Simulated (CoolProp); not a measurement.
R114 along the isotherm 35.85 °C: fugacity coefficient from the reference equation and from simpler models built on Tc = 147.5 °C, pc = 3352 kPa, ω = 0.252; each cubic takes its own stable root.

Computed with CoolProp (reference Helmholtz-energy equation of state, Platzer 1990). This equation is an older, rougher fit; its heat capacities, sound speeds and derivatives of the liquid may be far off and weren't checked against measurements.

| p (kPa) | phase | reference | Redlich-Kwong | Soave-Redlich-Kwong |
|---|---|---|---|---|
| 1750 | liquid | 0.1688 | 0.2381 | 0.1683 |
| 3500 | liquid | 0.09152 | ? | 0.09156 |
| 5250 | liquid | 0.06615 | 0.09447 | 0.06636 |
| 7000 | liquid | 0.05376 | 0.07717 | 0.05406 |
| 8750 | liquid | 0.04659 | 0.06718 | 0.04695 |
| 10500 | liquid | 0.04204 | 0.06087 | 0.04244 |
| 12200 | liquid | ? | 0.05679 | 0.03951 |
| 14000 | liquid | 0.03693 | 0.05386 | ? |
| 15800 | liquid | 0.03547 | 0.05190 | 0.03597 |
| 17500 | liquid | 0.03455 | ? | 0.03508 |
| 19200 | liquid | 0.03397 | 0.04997 | ? |
| 21000 | liquid | 0.03364 | 0.04961 | 0.03422 |

### Question
Fill in the missing entries.

### Answer

- 3500, Redlich-Kwong: 0.1300
- 12200, reference: 0.03908
- 14000, Soave-Redlich-Kwong: 0.03740
- 17500, Redlich-Kwong: 0.05070
- 19200, Soave-Redlich-Kwong: 0.03452
